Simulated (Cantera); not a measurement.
Input: 1 mol SiHCl3, 0.028 mol HCl, a varied amount of H2, held at 677 °C and 7.50 Torr.

Cantera equilibrium calculation (NASA polynomials, part measured and part estimated; ideal gas, pure solids and liquids). Candidate condensed phases: Si; 19 gas species. The tables' values for SiCl3 are old estimates; treat these amounts as uncertain. Rates play no part.

x: gas mole fraction; n: condensed amount in mol.

```json
[
 {"n(H2) (mol)": "46", "x H2": "0.973", "x HCl": "0.0135", "x SiCl4": "0.00976", "x SiHCl3": "0.00323", "x SiCl3": "0.000289", "x SiCl2": "0.000286", "x SiH2Cl2": "0.000108", "n Si(s)": "0.352"},
 {"n(H2) (mol)": "61", "x H2": "0.978", "x HCl": "0.0124", "x SiCl4": "0.00684", "x SiHCl3": "0.00248", "x SiCl3": "0.000222", "x SiCl2": "0.000239", "x SiH2Cl2": "9.11e-5", "n Si(s)": "0.384"},
 {"n(H2) (mol)": "77", "x H2": "0.981", "x HCl": "0.0115", "x SiCl4": "0.00503", "x SiHCl3": "0.00197", "x SiCl3": "0.000176", "x SiCl2": "0.000205", "x SiH2Cl2": "7.84e-5", "n Si(s)": "0.415"},
 {"n(H2) (mol)": "92", "x H2": "0.983", "x HCl": "0.0108", "x SiCl4": "0.00393", "x SiHCl3": "0.00164", "x SiCl3": "0.000146", "x SiCl2": "0.000182", "x SiH2Cl2": "6.95e-5", "n Si(s)": "0.442"},
 {"n(H2) (mol)": "110", "x H2": "0.985", "x HCl": "0.0101", "x SiCl4": "…", "x SiHCl3": "…", "x SiCl3": "0.000120", "x SiCl2": "0.000160", "x SiH2Cl2": "6.12e-5", "n Si(s)": "0.472"},
 {"n(H2) (mol)": "120", "x H2": "0.986", "x HCl": "0.00982", "x SiCl4": "0.00267", "x SiHCl3": "0.00123", "x SiCl3": "0.000109", "x SiCl2": "0.000150", "x SiH2Cl2": "5.74e-5", "n Si(s)": "0.488"},
 {"n(H2) (mol)": "140", "x H2": "0.987", "x HCl": "0.00926", "x SiCl4": "0.00210", "x SiHCl3": "0.00103", "x SiCl3": "9.14e-5", "x SiCl2": "0.000133", "x SiH2Cl2": "5.10e-5", "n Si(s)": "0.518"},
 {"n(H2) (mol)": "150", "x H2": "0.988", "x HCl": "0.00901", "x SiCl4": "0.00188", "x SiHCl3": "0.000946", "x SiCl3": "8.41e-5", "x SiCl2": "0.000126", "x SiH2Cl2": "4.83e-5", "n Si(s)": "0.532"},
 {"n(H2) (mol)": "170", "x H2": "0.989", "x HCl": "0.00856", "x SiCl4": "0.00153", "x SiHCl3": "0.000811", "x SiCl3": "7.21e-5", "x SiCl2": "0.000113", "x SiH2Cl2": "4.36e-5", "n Si(s)": "0.559"},
 {"n(H2) (mol)": "180", "x H2": "0.989", "x HCl": "0.00835", "x SiCl4": "…", "x SiHCl3": "0.000754", "x SiCl3": "6.70e-5", "x SiCl2": "0.000108", "x SiH2Cl2": "4.16e-5", "n Si(s)": "0.571"},
 {"n(H2) (mol)": "200", "x H2": "0.990", "x HCl": "0.00798", "x SiCl4": "0.00115", "x SiHCl3": "0.000657", "x SiCl3": "5.83e-5", "x SiCl2": "9.84e-5", "x SiH2Cl2": "3.79e-5", "n Si(s)": "0.595"},
 {"n(H2) (mol)": "210", "x H2": "0.990", "x HCl": "0.00781", "x SiCl4": "0.00106", "x SiHCl3": "0.000615", "x SiCl3": "5.46e-5", "x SiCl2": "9.41e-5", "x SiH2Cl2": "3.63e-5", "n Si(s)": "0.607"}
]
```

### Question
What belongs in the gaps?

### Answer

- 110, x SiCl4: 0.00304
- 110, x SiHCl3: 0.00135
- 180, x SiCl4: 0.00139
